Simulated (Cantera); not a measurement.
A closed system holds: 1 mol Si, 0.11 mol CO2, 3.5 mol H2, at 1000 Pa.

Cantera equilibrium calculation (NASA polynomials, part measured and part estimated; ideal gas, pure solids and liquids). Candidate condensed phases: C, C6H6, C7H8, C8H18, H2O, Si, SiC, SiO2; 123 gas species. Mutual solubility and eutectic melting of coexisting phases are not modelled. The tables hold silica as quartz up to 1696 K and as liquid above; real silica turns to tridymite and cristobalite and melts near 1996 K. Kinetics and transport are ignored.

### Question
Which condensed phases are stable at each of these points (T (K)): 1048, 1098, 1148, 1198, 1248, 1298, 1348, 1398, 1448, 1498, 1548?

### Answer
```csv
T (K),condensed phases,Si condensed (%)
1048,Si(s) + SiC(s) + SiO2(β-quartz),100.0
1098,Si(s) + SiC(s) + SiO2(β-quartz),100.0
1148,Si(s) + SiC(s) + SiO2(β-quartz),100.0
1198,Si(s) + SiC(s) + SiO2(β-quartz),100.0
1248,Si(s) + SiC(s) + SiO2(β-quartz),99.9
1298,Si(s) + SiC(s) + SiO2(β-quartz),99.7
1348,Si(s) + SiC(s) + SiO2(β-quartz),99.2
1398,Si(s) + SiC(s) + SiO2(β-quartz),97.5
1448,Si(s) + SiC(s) + SiO2(β-quartz),93.1
1498,Si(s) + SiC(s) + SiO2(β-quartz),81.6
1548,Si(s) + SiC(s),78.7
```

From 1048 K to 1498 K the condensed part is Si(s) + SiC(s) + SiO2(β-quartz). At 1548 K the condensed part is Si(s) + SiC(s).
